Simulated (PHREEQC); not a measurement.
0.017 g of hydrous ferric oxide (600 m²/g; 0.2 weak and 0.005 strong sites per Fe, Dzombak-Morel constants, diffuse double layer) in 1 kg of water with 0.001 mol/kgw of an inert sodium salt and 2.5e-06 mol ZnCl2, 1.3e-05 mol H3BO3 and 5.7e-07 mol Na2SO4, at 25 °C; the pH is set by adding NaOH or the inert anion's acid. Oxygen alone is held at its pressure in air (log pO2 = -0.68). The system is closed to CO2. No solid was allowed to form.

Model: ion-association model, wateq4f.dat, run in PHREEQC.

| pH | Zn sorbed (%) | B sorbed (%) | S sorbed (%) | surface charge σ (C/m²) | surface potential ψ (mV) |
|---|---|---|---|---|---|
| 3 | 0.0 | 0.0 | 100.0 | 0.245 | 232 |
| 3.67 | 0.0 | 0.0 | 100.0 | 0.147 | 219 |
| 4.33 | 0.0 | 0.0 | 99.9 | 0.086 | 196 |
| 5 | 0.1 | 0.0 | 98.6 | 0.048 | 167 |
| 5.67 | 1.5 | 0.0 | 85.3 | 0.025 | 134 |
| 6.33 | 14.8 | 0.0 | 31.1 | 0.013 | 101 |
| 7 | 43.9 | 0.0 | 2.9 | 0.006 | 67 |
| 7.67 | 85.0 | 0.0 | 0.2 | 0.002 | 32 |
| 8.33 | 98.4 | 0.0 | 0.0 | 0.000 | -6 |
| 9 | 99.4 | 0.0 | 0.0 | -0.004 | -44 |
| 9.67 | 99.4 | 0.0 | 0.0 | -0.009 | -82 |
| 10.33 | 99.3 | 0.0 | 0.0 | -0.020 | -118 |
| 11 | 98.8 | 0.0 | 0.0 | -0.048 | -149 |

Complexes and solids missing from the database can't appear. The oxide is taken as insoluble; below pH 4 it would dissolve.
